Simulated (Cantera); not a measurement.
Cantera with NASA thermochemical tables; ideal gases at 1 bar, condensed phases pure. Values are per mole of reaction as written; species without (g) are pure solids or liquids, kept so even where they would boil at 1 bar.

a) Mg + I2(g) ⇌ MgI2
b) 0.6667 Al + I2(g) ⇌ 0.6667 AlI3(g)
c) Pb + I2(g) ⇌ PbI2(g)
d) H2(g) + I2(g) ⇌ 2 HI(g)

Task: Order these by ΔG° at 1498 K, most negative first.

Result: a (-220 kJ), b (-138 kJ), c (-99 kJ), d (-35 kJ)
